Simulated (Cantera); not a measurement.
Reactions in the system H-N-Ni-S

Source: NASA polynomial tables (part measured, part estimated), evaluated in Cantera. Values are per mole of reaction as written; species without (g) are pure solids or liquids, kept so even where they would boil at 1 bar.

9 Ni + 8 N(g) + 12 H2S(g) = 8 NH3(g) + 3 Ni3S4

```
T (K)  ΔH° (kJ)  ΔS° (J/K)  ΔG° (kJ)  log10 K
-----  --------  ---------  --------  -------
448     -4808.0    -1868.2   -3971.1   463.00
473     -4807.6    -1867.3   -3924.4   433.37
498     -4807.0    -1866.0   -3877.7   406.72
523     -4806.2    -1864.5   -3831.1   382.62
548     -4805.3    -1862.8   -3784.5   360.73
573     -4804.4    -1861.1   -3737.9   340.74
598     -4803.5    -1859.6   -3691.4   322.44
```
